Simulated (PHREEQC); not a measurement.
0.5 mol of Cu3(PO4)2:3H2O (Cu3(PO4)2:3H2O) is brought to equilibrium with 1 kg of water, with rising amounts of NiCl2, at 25 °C. Oxygen alone is held at its pressure in air (log pO2 = -0.68). CO2 from the air is kept out. Solids allowed: Cu3(PO4)2:3H2O, Cu(OH)2, Atacamite, Ni(OH)2, Ni3(PO4)2. Others were left out.

All values are PHREEQC results (ion-association model, wateq4f.dat), not measurements.

```csv
NiCl2 added (mol),pH,dissolved Cu (mol/kgw),dissolved P (mol/kgw),Atacamite (mol),Ni3(PO4)2 (mol),Cu(OH)2 (mol)
0,6.59,4.19e-5,5.29e-5,0,0,3.74e-5
0.00417,5.74,0.000211,0.000243,0.000158,5.40e-5,0
0.00625,5.60,0.000312,0.000301,0.000197,8.49e-5,0
0.00833,5.49,0.000412,0.000350,0.000230,0.000116,0
0.0125,…,0.000610,0.000436,0.000288,0.000178,0
0.0167,5.26,0.000808,…,…,0.000240,0
0.0187,5.22,0.000902,…,…,0.000269,0
0.0208,5.18,0.00100,…,0.000382,0.000301,0
0.025,5.12,0.00120,0.000636,0.000423,0.000363,0
```

### Question
What belongs in the gaps?

### Answer

- 0.0125, pH: 5.35
- 0.0167, dissolved P (mol/kgw): 0.000510
- 0.0167, Atacamite (mol): 0.000338
- 0.0187, dissolved P (mol/kgw): 0.000543
- 0.0187, Atacamite (mol): 0.000360
- 0.0208, dissolved P (mol/kgw): 0.000575

H3PO4, which wateq4f.dat lacks, is added to it with the constant of phreeqc.dat. The database has no phosphate complexes of Cu, Ni. The database's constant for dissolved Cu(OH)2 is higher than later reviews accept.
